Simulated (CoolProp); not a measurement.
Vapour-liquid equilibrium of n-octane (1) + n-dodecane (2) at 69.65 °C; x and y are mole fractions of (1).

Values from CoolProp's multi-fluid Helmholtz-energy mixture model, Beckmüller 2019 and Lemmon 2004; pair parameters Bell 2016.

Task: Give the bubble pressure and the first vapour's composition at x = 0.2, 0.875, 0.95. Is there an azeotrope?

Result: x = 0.2: 0.003223 MPa, y = 0.898; x = 0.875: 0.01370 MPa, y = 0.996; x = 0.95: 0.01488 MPa, y = 0.999. No azeotrope shows between x = 0.05 and 0.95.

Pair parameters are fitted to limited data, so mixtures are less certain than the pure fluids.
